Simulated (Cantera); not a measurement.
Charge: 1 mol Si, 1.1 mol HCl, 5.2 mol H2, equilibrated at 1298.15 K and 3.60 bar.

Equilibrium computed with Cantera from the NASA thermochemical tables; the gas is ideal and each condensed phase is pure. Candidate condensed phases: Si; 19 gas species. The tables' values for SiCl3 are old estimates; treat these amounts as uncertain. Rates play no part.

Base state: H2 0.918, HCl 0.0371, SiHCl3 0.0183, SiCl4 0.0164, SiCl2 0.00400, SiCl3 0.00331, SiH2Cl2 0.00288, SiH3Cl 0.000127 (mole fractions); condensed: Si(s).

Question: What changes in the equilibrium state with this change: HCl from 1.1 to 1.5 mol?

Answer: 
```
species       before     after
----------  --------  --------
H2             0.918     0.900
HCl           0.0371    0.0403
SiHCl3        0.0183    0.0238
SiCl4         0.0164    0.0236
SiCl3        0.00331   0.00435
SiCl2        0.00400   0.00479
SiH2Cl2      0.00288   0.00339
SiH3Cl      0.000127  0.000135
Si(s), mol     0.727     0.618
```

Question: What changes in the equilibrium state with this change: H2 from 5.2 to 0.64 mol?

Answer: 
```
species       before     after
----------  --------  --------
H2             0.918     0.744
SiCl4         0.0164     0.106
SiHCl3        0.0183    0.0668
SiCl3        0.00331    0.0134
SiCl2        0.00400    0.0101
HCl           0.0371    0.0533
SiH2Cl2      0.00288   0.00594
SiH3Cl      0.000127  0.000148
Si(s), mol     0.727     0.703
```

Question: What changes in the equilibrium state with this change: HCl from 1.1 to 2.4 mol?

Answer: 
| species | before | after |
|---|---|---|
| H2 | 0.918 | 0.866 |
| HCl | 0.0371 | 0.0447 |
| SiCl4 | 0.0164 | 0.0387 |
| SiHCl3 | 0.0183 | 0.0339 |
| SiCl3 | 0.00331 | 0.00631 |
| SiCl2 | 0.00400 | 0.00614 |
| SiH2Cl2 | 0.00288 | 0.00418 |
| SiH3Cl | 0.000127 | 0.000145 |
| Si(s), mol | 0.727 | 0.371 |
